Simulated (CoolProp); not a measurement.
Vapour-liquid equilibrium of propane (1) + cyclohexane (2) at 338.6 K; x and y are mole fractions of (1).

Values from CoolProp's multi-fluid Helmholtz-energy mixture model, Lemmon 2009 and Zhou 2014; pair parameters Bell 2016.

```csv
x,"bubble pressure, mixture model (MPa)","bubble pressure, Raoult's law (MPa)","y, mixture model","y, Raoult's law"
0.05,0.1792,0.1776,0.654,0.666
0.2,…,0.5228,0.887,0.904
0.35,0.8590,0.8681,0.935,0.953
0.5,1.177,1.213,…,0.974
0.65,1.487,1.559,0.970,0.986
0.8,1.810,1.904,0.982,0.993
0.95,…,2.249,…,0.999
```

Q: What belongs in the gaps?

A: 
- 0.2, bubble pressure, mixture model (MPa): 0.5257
- 0.5, y, mixture model: 0.957
- 0.95, bubble pressure, mixture model (MPa): 2.198
- 0.95, y, mixture model: 0.994

The largest gap from Raoult's law is -4.9 % in bubble pressure, at x = 0.8. No azeotrope shows between x = 0.05 and 0.95.

Pair parameters are fitted to limited data, so mixtures are less certain than the pure fluids. The gap from Raoult's law changes sign with composition, which may be real or a fault of the pair parameters; it wasn't checked against measurements.
